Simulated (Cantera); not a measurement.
A closed system holds: 1 mol C2H4, 0.014 mol NH3, 0.35 mol N2, 0.17 mol O2, equilibrated at 0.120 bar.

Equilibrium computed with Cantera from the NASA thermochemical tables; the gas is ideal and each condensed phase is pure. Candidate condensed phases: C, C6H6, C7H8, C8H18, H2O; 136 gas species. Kinetics and transport are ignored.

Over these rows the condensed part is C(graphite). Partial pressures as log10 of bar:

```
T (K)  1000/T (1/K)  log p CO2  log p H2  log p N2  log p CO
-----  ------------  ---------  --------  --------  --------
823          1.2151      -2.72     -1.09     -1.75     -2.20
973          1.0277      -3.70     -1.06     -1.80     -1.85
1123         0.8905      -4.87     -1.05     -1.80     -1.83
1273         0.7855      -5.79     -1.05     -1.80     -1.82
1423         0.7027          ?     -1.05     -1.80     -1.82
1573         0.6357      -7.09     -1.05     -1.80     -1.82
```

### Question
Fit log p(CO2) = a + b·(1000/T) to the five rows, give the apparent enthalpy, and predict the row at 1423 K.

### Answer
Means: 1000/T = 0.9109, log p = -4.834. Sxy = 1.516998, Sxx = 0.1980562, so b = 7.66 and a = -4.834 − (7.66)×0.9109 = -11.81.
Apparent enthalpy: −19.145 × (7.66) = -147 kJ/mol. With the condensed phases at unit activity, 2 CO(g) = CO2(g) + C(graphite) links this pressure to the main gases: over the six rows their terms move log p by +0.76 in all, so the slope isn't that reaction's ΔH° alone. The five rows lie within 0.24 of the line; that is curvature, so one enthalpy describes this range poorly.
Prediction at 1423 K: -11.81 + (7.66)×0.7027 = -6.43. The computed value is -6.51, 0.08 from the line.
